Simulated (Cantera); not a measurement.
An isothermal plug-flow reactor at 825 K and 170000 Pa (inlet), inlet velocity 0.36 m/s, active area per volume 3600 1/m; feed 0.479 % CH₄, 3.76 % O₂, 95.8 % N₂, equivalence ratio 0.25.

Computed with Cantera and Deutschmann's 1995 Pt surface mechanism with GRI-Mech 3.0 gas chemistry. Catalytic surfaces can have several steady states; this one follows from the mechanism file's or the stated starting coverage. Mass transfer to the wall is taken as infinitely fast.

x: gas mole fraction; θ: surface coverage.

| z (m) | x CH₄ | x O₂ | x H₂O | x CO₂ | x CO | θ free Pt | θ O* | θ OH* |
|---|---|---|---|---|---|---|---|---|
| 0.00061 | 0.00467 | 0.0373 | 0.000231 | 0.000115 | 8.29e-7 | 0.0597 | 0.940 | 0.000448 |
| 0.001 | 0.00460 | 0.0372 | 0.000377 | 0.000188 | 8.17e-7 | 0.0598 | 0.940 | 0.000568 |
| 0.0017 | 0.00447 | 0.0369 | [?] | [?] | 7.95e-7 | 0.0599 | 0.939 | [?] |
| 0.0029 | 0.00426 | 0.0365 | 0.00106 | 0.000528 | 7.58e-7 | 0.0601 | 0.939 | 0.000948 |
| 0.0048 | 0.00394 | 0.0359 | 0.00169 | 0.000846 | 7.03e-7 | 0.0603 | 0.938 | 0.00120 |
| 0.0079 | 0.00347 | 0.0349 | 0.00265 | 0.00132 | 6.20e-7 | 0.0608 | 0.938 | 0.00150 |
| 0.013 | 0.00279 | 0.0336 | 0.00400 | 0.00200 | 5.02e-7 | 0.0615 | 0.937 | 0.00186 |
| 0.022 | 0.00188 | 0.0318 | 0.00582 | 0.00291 | 3.40e-7 | 0.0626 | 0.935 | 0.00226 |
| 0.037 | [?] | 0.0299 | [?] | [?] | [?] | 0.0638 | 0.934 | 0.00262 |
| 0.061 | 0.000302 | 0.0286 | 0.00897 | 0.00448 | 5.53e-8 | 0.0646 | 0.933 | 0.00284 |

Problem. Complete the blanks.

Solution. 
- 0.0017, x H₂O: 0.000633
- 0.0017, x CO₂: 0.000316
- 0.0017, θ OH*: 0.000734
- 0.037, x CH₄: 0.000945
- 0.037, x H₂O: 0.00768
- 0.037, x CO₂: 0.00384
- 0.037, x CO: 1.72e-7
